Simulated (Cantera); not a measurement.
Input: 1 mol borazine, 0.69 mol N₂, 0.00043 mol HCl, equilibrated at 1000 Pa.

Method: chemical equilibrium by Gibbs-energy minimisation in Cantera with the NASA 1993 tables (ideal gas, pure condensed phases). Candidate condensed phases: B, BN, NH₄Cl; 21 gas species. The feed counts by its element totals alone. Rates play no part.

### Question
At 1525 °C, list the 4 most abundant gas species with their mole fractions, and the condensed phases.

### Answer
H₂ 0.810, N₂ 0.187, H 0.00317, HCl 0.000116. Condensed: BN(s).
